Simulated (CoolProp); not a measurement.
Dodecamethylcyclohexasiloxane (D6) at 456.16 K and 1.76 MPa is throttled through a valve to 0.219 MPa with no heat exchange. Each further row changes one setting.

Computed with CoolProp (reference Helmholtz-energy equation of state, Colonna 2008). It is a short technical equation, of lower accuracy than the large ones.

```csv
case,final density (kg/m³)
as stated,789
outlet pressure 0.0657 MPa,788
outlet pressure 0.285 MPa,789
```
